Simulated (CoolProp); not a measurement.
R115 along the isotherm 226.85 °C: density (kg/m³) from the reference equation and from simpler models built on Tc = 80.0 °C, pc = 3.129 MPa, ω = 0.248; each cubic takes its own stable root.

The numbers come from the reference Helmholtz-energy equation of state, Lemmon 2016 in CoolProp.

| p (MPa) | phase | reference |
|---|---|---|
| 0.469 | gas | 17.67 |
| 0.939 | gas | 35.90 |
| 1.41 | gas | 54.69 |
| 1.88 | gas | 74.00 |
| 2.35 | gas | 93.87 |
| 2.82 | gas | 114.3 |
| 3.29 | supercritical | 135.4 |
| 3.76 | supercritical | 157.0 |
| 4.22 | supercritical | 178.7 |
| 4.69 | supercritical | 201.4 |

Question: How far does each simpler model (Soave-Redlich-Kwong, Peng-Robinson) lie from the reference over these 10 states: mean and median of the absolute difference, and the worst?

Answer: 
- Soave-Redlich-Kwong: mean 1.1 %, median 0.9 %, worst -2.4 % at 226.85 °C and 4.69 MPa
- Peng-Robinson: mean 0.9 %, median 1.0 %, worst +1.1 % at 226.85 °C and 3.29 MPa
